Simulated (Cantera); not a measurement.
A Cantera script and what it prints.

```python
import numpy as np
import cantera as ct

gas_names = """
    CL CL2 H HCL H2 N NH NH2 NH3 N2 N2H2 N2H4 Si SiCL SiCL2 SiCL3 SiCL4 SiH SiHCL3 SiH2 SiH2CL2 SiH3
    SiH3CL SiH4 SiN Si2 Si2N Si3
""".split()
cond_names = """
    NH4CL(a) NH4CL(b) Si(cr) Si(L) Si3N4(a)
""".split()


# ... load() reads the species with a 1 bar reference pressure and builds the phases ...
atoms = {
    'SiHCl3': {'Si': 1, 'H': 1, 'CL': 3},
    'N2': {'N': 2},
}
top_T = {'Si3N4(a)': 2400}  # K; cautious upper limits of use, not melting points


# ... equilibrate(T, P, feed) seeds the gas with the atoms and calls Mixture.equilibrate('TP', solver="vcs", rtol=1e-11, max_steps=5000) ...
results = []
T = 1450  # K
P = 250  # Pa
for m in [23, 27, 33, 40, 48, 57, 69, 83, 100, 120, 150, 180, 210]:
    feed = {'SiHCl3': 1, 'N2': m}  # mol
    mix = equilibrate(T, P, feed)
    results.append((T, P, feed, dict(zip(mix.species_names, mix.species_moles))))

top = {s: max(r[3][s] / sum(r[3][g] for g in gas_names) for r in results) for s in gas_names}
cols = sorted((s for s in top if top[s] > 0.001), key=lambda s: -top[s])[:9]
seen = [c for c in cond_names if any(r[3].get(c, 0) > 1e-12 for r in results)]
print("log10 of partial pressures in bar; condensed amounts in mol")
print(f"{'n(N2)':>10s}" + "".join(f"{s[:9]:>10s}" for s in cols + seen))
for T, P, feed, n in results:
    ng = sum(n[g] for g in gas_names)
    print(f"{feed['N2']:10.4g}" + "".join(f"{np.log10(max(n[s] / ng * P / 1e5, 1e-99)):10.3f}" for s in cols)
          + "".join(f"{n.get(c, 0):10.4g}" for c in seen))
```

It prints:

```
log10 of partial pressures in bar; condensed amounts in mol
     n(N2)        N2     SiCL2       HCL     SiCL3        H2     SiCL4
        23    -2.637    -4.056    -4.075    -5.043    -5.095    -5.467
        27    -2.632    -4.118    -4.136    -5.123    -5.181    -5.564
        33    -2.627    -4.197    -4.213    -5.224    -5.290    -5.688
        40    -2.623    -4.273    -4.288    -5.322    -5.396    -5.809
        48    -2.619    -4.346    -4.360    -5.417    -5.497    -5.925
        57    -2.617    -4.416    -4.429    -5.507    -5.592    -6.036
        69    -2.614    -4.494    -4.506    -5.609    -5.699    -6.161
        83    -2.612    -4.570    -4.581    -5.708    -5.803    -6.283
       100    -2.610    -4.646    -4.657    -5.809    -5.907    -6.408
       120    -2.609    -4.722    -4.732    -5.908    -6.009    -6.532
       150    -2.608    -4.815    -4.825    -6.031    -6.134    -6.685
       180    -2.607    -4.891    -4.901    -6.133    -6.235    -6.812
       210    -2.606    -4.956    -4.965    -6.220    -6.321    -6.921
```

Method: chemical equilibrium by Gibbs-energy minimisation in Cantera with the NASA 1993 tables (ideal gas, pure condensed phases). The tables' values for SiCl3 are old estimates; treat these amounts as uncertain.
